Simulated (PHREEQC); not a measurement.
A solution holds 8.6 mmol/kgw H3PO4 and 0.4 mmol/kgw K2HPO4, at 25 °C. Closed to the air; pH follows from the charge balance.

Computed with PHREEQC (ion-association model, phreeqc.dat).

This is a speciation only: nothing precipitates in the calculation.

Q: Estimate the pH, specific conductance.

A: pH 2.35; specific conductance 1810 µS/cm.

Q: In which forms is P present?

A: H2PO4- 62 %, H3PO4 38 % of the P.
